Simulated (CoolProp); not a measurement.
A single-stage vapour-compression cycle with R236EA: evaporating at 299.15 K (dew point), condensing at 332.15 K (bubble point), superheat 5 K, subcooling 0 K, compressor efficiency 0.8, no pressure losses. Each further row changes one setting.

Values from CoolProp's reference Helmholtz-energy equation of state, Rui 2013.

| case | cooling COP | pressure ratio | discharge temperature (K) | refrigerating effect (kJ/kg) | volumetric capacity (kJ/m³) |
|---|---|---|---|---|---|
| as stated | 5.99 | 2.75 | 332.9 | 117 | 1610 |
| evaporating temperature 304.15 K | ___ | ___ | 333.4 | 121 | 1950 |
| condensing temperature 327.15 K | 7.32 | ___ | ___ | 124 | 1700 |
| subcooling 5 K | ___ | 2.75 | 332.9 | 124 | 1700 |
| superheat 15 K | 6.17 | 2.75 | 342.8 | ___ | 1660 |
| compressor efficiency 0.7 | ___ | 2.75 | 335.6 | 117 | 1610 |

**Question.** What belongs in the gaps?

**Answer.** 
- evaporating temperature 304.15 K, cooling COP: 7.39
- evaporating temperature 304.15 K, pressure ratio: 2.32
- condensing temperature 327.15 K, pressure ratio: 2.40
- condensing temperature 327.15 K, discharge temperature (K): 328.7
- subcooling 5 K, cooling COP: 6.33
- superheat 15 K, refrigerating effect (kJ/kg): 126
- compressor efficiency 0.7, cooling COP: 5.25
